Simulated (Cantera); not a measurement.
A closed system holds: 1 mol borazine, a varied amount of H2O, at 0.000240 bar.

Equilibrium computed with Cantera from the NASA thermochemical tables; the gas is ideal and each condensed phase is pure. Candidate condensed phases: B, BN, B2O3, B3O3H3, H2O; 39 gas species. The feed counts by its element totals alone. Mutual solubility and eutectic melting of coexisting phases are not modelled. The numbers say what is thermodynamically allowed, not how fast it happens.

Stable condensed phases, one row left out:

```
T in K \ n(H2O) in mol
         1.8 2.2 2.6 3.1 3.7 4.4 5.2 6.3 7.5
   1848    A   A   A   B   B   B   B   B   B
   1798    A   A   A   B   B   B   B   B   B
   1748    A   A   A   B   B   B   B   B   B
   1698    A   A   A   A   B   B   B   B   B
   1648    A   A   A   A   B   B   B   B   B
   1598    A   A   A   A   B   B   B   B   B
   1548    A   A   A   A   A   B   B   B   B
   1498    A   A   A   A   C   D   B   B   B
   1448    C   C   C   C   C   C   D   B   B
   1348    C   C   C   C   C   C   D   D   D
   1298    C   C   C   C   C   C   D   D   D
   1248    C   C   C   C   C   C   D   D   D
```

A: BN; B: gas only; C: BN + B2O3; D: B2O3.

### Question
Give the row for 1398 K.

### Answer
1.8: BN + B2O3; 2.2: BN + B2O3; 2.6: BN + B2O3; 3.1: BN + B2O3; 3.7: BN + B2O3; 4.4: BN + B2O3; 5.2: B2O3; 6.3: B2O3; 7.5: gas only.
